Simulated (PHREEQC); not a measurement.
A solution holds 11 mmol/kgw HF, 0.092 mmol/kgw NaCl and 22 mmol/kgw CuCl2, at 20 °C. Closed to the air; pH follows from the charge balance.

All values are PHREEQC results (ion-association model, phreeqc.dat), not measurements.

| quantity | before | after |
|---|---|---|
| pH | 2.57 | 2.06 |
| ionic strength (mol/kgw) | 0.0667 | 0.0746 |
| HF (mol/kgw) | 0.00773 | 0.00529 |
| F- (mol/kgw) | 0.00268 | 0.000574 |
| HF2- (mol/kgw) | 7.63e-5 | 1.11e-5 |
| NaF (mol/kgw) | 8.98e-8 | 1.88e-8 |
| SI of Halite (NaCl) | -7.16 | -7.16 |

**Question.** Name the change that produced these shifts.
A. CuCl2 left out
B. NaCl from 9.2e-05 to 4.6e-05 mol/kgw
C. CuCl2 from 0.022 to 0.0022 mol/kgw
D. HF replaced by HBF4 at the same molality
E. CuCl2 replaced by CaCl2 at the same molality

**Answer.** D, HF replaced by HBF4 at the same molality

No solid was allowed to form. Real BF4- forms and hydrolyses slowly; the run takes it at equilibrium.
